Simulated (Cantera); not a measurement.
An isothermal, constant-pressure homogeneous reactor starts with 13.9 % H2, 60.6 % O2, 25.5 % N2, equivalence ratio 0.12, at 1173 K and 14.3 Torr.

Computed with Cantera and GRI-Mech 3.0 (53 species, 325 reactions). Radical loss at walls, strong at low pressure, is not modelled. The temperature is held fixed by assumption; the heat of reaction is taken as removed at once.

x: mole fraction; the columns are a selection and need not sum to one.

```json
[
 {"t (s)": "6.00e-5", "x H2": "0.139", "x O2": "0.606", "x OH": "1.05e-9", "x H2O": "1.37e-9", "x N2O": "<1e-12", "x HO2": "?"},
 {"t (s)": "0.000163", "x H2": "0.139", "x O2": "0.606", "x OH": "7.58e-9", "x H2O": "2.29e-8", "x N2O": "<1e-12", "x HO2": "?"},
 {"t (s)": "0.000445", "x H2": "0.139", "x O2": "0.606", "x OH": "3.75e-7", "x H2O": "1.60e-6", "x N2O": "<1e-12", "x HO2": "?"},
 {"t (s)": "0.00121", "x H2": "0.101", "x O2": "0.584", "x OH": "0.00520", "x H2O": "0.0276", "x N2O": "4.50e-11", "x HO2": "?"},
 {"t (s)": "0.00330", "x H2": "0.00546", "x O2": "0.534", "x OH": "0.00608", "x H2O": "0.115", "x N2O": "2.23e-9", "x HO2": "7.98e-6"},
 {"t (s)": "0.00899", "x H2": "0.00326", "x O2": "0.554", "x OH": "0.00475", "x H2O": "0.133", "x N2O": "3.38e-9", "x HO2": "8.21e-6"},
 {"t (s)": "0.0245", "x H2": "0.000854", "x O2": "0.571", "x OH": "0.00241", "x H2O": "0.146", "x N2O": "5.29e-9", "x HO2": "?"},
 {"t (s)": "0.0667", "x H2": "0.000111", "x O2": "0.576", "x OH": "0.000865", "x H2O": "0.149", "x N2O": "7.31e-9", "x HO2": "?"},
 {"t (s)": "0.182", "x H2": "1.48e-5", "x O2": "0.576", "x OH": "0.000321", "x H2O": "0.150", "x N2O": "8.37e-9", "x HO2": "?"},
 {"t (s)": "0.495", "x H2": "2.74e-6", "x O2": "0.576", "x OH": "0.000140", "x H2O": "0.150", "x N2O": "8.87e-9", "x HO2": "?"},
 {"t (s)": "1.35", "x H2": "6.62e-7", "x O2": "0.577", "x OH": "6.95e-5", "x H2O": "0.150", "x N2O": "9.12e-9", "x HO2": "?"},
 {"t (s)": "3.67", "x H2": "1.89e-7", "x O2": "0.577", "x OH": "3.74e-5", "x H2O": "0.150", "x N2O": "9.19e-9", "x HO2": "?"},
 {"t (s)": "10.0", "x H2": "6.06e-8", "x O2": "0.577", "x OH": "2.12e-5", "x H2O": "0.150", "x N2O": "8.98e-9", "x HO2": "?"}
]
```

Problem. Complete the blanks.

Solution. 
- 6.00e-5, x HO2: 3.94e-9
- 0.000163, x HO2: 1.08e-8
- 0.000445, x HO2: 3.55e-8
- 0.00121, x HO2: 5.20e-6
- 0.0245, x HO2: 6.39e-6
- 0.0667, x HO2: 2.51e-6
- 0.182, x HO2: 5.85e-7
- 0.495, x HO2: 1.37e-7
- 1.35, x HO2: 3.80e-8
- 3.67, x HO2: 1.34e-8
- 10.0, x HO2: 7.51e-9
